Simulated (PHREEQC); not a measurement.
A solution holds 0.014 mol/kgw HCl, 0.00034 mol/kgw ZnSO4 and 0.0023 mol/kgw MnSO4, at 25 °C. Closed to the air; pH follows from the charge balance.

Computed with PHREEQC (ion-association model, phreeqc.dat).

Problem. The ionic strength comes out as 0.0215 mol/kgw. What activity coefficients do SO4-2, MnCl+, Zn+2, Cl-, HSO4- get?

Solution. SO4-2 0.57, MnCl+ 0.87, Zn+2 0.57, Cl- 0.86, HSO4- 0.87.

No solid was allowed to form. Species that the database lacks are ignored.
